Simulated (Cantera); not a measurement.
A perfectly stirred reactor is fed with C₂H₄ : H₂ = 1 : 140 (molar parts), at 2670 Pa; it is held at 1700 K, and followed from long to short residence time.

Model: GRI-Mech 3.0 (53 species, 325 reactions), integrated in Cantera. GRI-Mech 3.0 was tuned for natural gas; its chemistry of ethylene as a main component is partial and can be far from experiment. GRI-Mech 3.0 stops at C3 and has no aromatics, soot or wall deposition, so with more carbon than oxygen in the feed, carbon stays in small species such as C2H2 where larger ones or solid carbon would form. Radical loss at walls, strong at low pressure, is not modelled.

Question: What does this change do: C2H4 1 to 5.3 parts?

Answer: 
| quantity | before | after |
|---|---|---|
| x(C₂H₄) at τ = 29.0 s | 9.62e-6 | 4.69e-5 |
| x(H₂) at τ = 29.0 s | 0.992 | 0.964 |
| x(CH₂) at τ = 29.0 s | 2.05e-9 | 7.15e-9 |
| x(CH₄) at τ = 29.0 s | 0.000127 | 0.000418 |
| x(C₂H) at τ = 29.0 s | 3.41e-8 | 1.76e-7 |
| x(C₂H₄) at τ = 0.190 s | 0.000547 | 0.00209 |
| x(H₂) at τ = 0.190 s | 0.993 | 0.965 |
| x(CH₂) at τ = 0.190 s | 4.42e-11 | 3.07e-10 |
| x(CH₄) at τ = 0.190 s | 3.49e-6 | 2.31e-5 |
| x(C₂H) at τ = 0.190 s | 3.03e-9 | 2.75e-8 |
